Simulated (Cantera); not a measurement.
Feed: 1 mol SiCl4, 0.89 mol HCl, 0.49 mol H2, held at 800 °C and 5.40 bar.

These are equilibrium values from Cantera (NASA tables, ideal gas, pure condensed phases), not measurements of a reactor. Candidate condensed phases: Si; 19 gas species. The tables' values for SiCl3 are old estimates; treat these amounts as uncertain. The numbers say what is thermodynamically allowed, not how fast it happens.

Base state: SiCl4 0.417, HCl 0.377, H2 0.203, SiHCl3 0.00276, SiCl3 0.000110 (mole fractions); condensed: gas only.

What changes in the equilibrium state with this change: 0.031 mol HF added?


| species | before | after |
|---|---|---|
| SiCl4 | 0.417 | 0.409 |
| HCl | 0.377 | 0.385 |
| H2 | 0.203 | 0.201 |
| SiF4 | 0 | 0.00315 |
| HF | 0 | 0.000183 |
| SiHF3 | 0 | 2.27e-5 |
| SiHCl3 | 0.00276 | 0.00261 |
| SiCl3 | 0.000110 | 0.000105 |
